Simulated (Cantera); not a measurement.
An adiabatic, constant-volume homogeneous reactor starts with CO : H2 : O2 : N2 : H2O = 1 : 0.053 : 0.532 : 2 : 0.5 (molar parts), equivalence ratio 0.99, at 1050 K and 32000 Pa.

Computed with Cantera and GRI-Mech 3.0 (53 species, 325 reactions).

Q: Predict: time of steepest temperature rise; temperature at 0.400 s; equilibrium temperature; x(CO) at 0.400 s; x(H2) at 0.400 s; x(O2) at 0.400 s; x(CO2) at 0.400 s; x(OH) at 0.400 s.

A: 
```
Item                                                                 Value
---------------------------------  ---------------------------------------
time of steepest temperature rise                                  1.20 ms
temperature at 0.400 s                                              2573 K
equilibrium temperature                                             2573 K
x(CO) at 0.400 s                     0.0707 (gas-phase equilibrium 0.0707)
x(H2) at 0.400 s                   0.00740 (gas-phase equilibrium 0.00740)
x(O2) at 0.400 s                     0.0315 (gas-phase equilibrium 0.0315)
x(CO2) at 0.400 s                      0.197 (gas-phase equilibrium 0.197)
x(OH) at 0.400 s                     0.0141 (gas-phase equilibrium 0.0141)
```
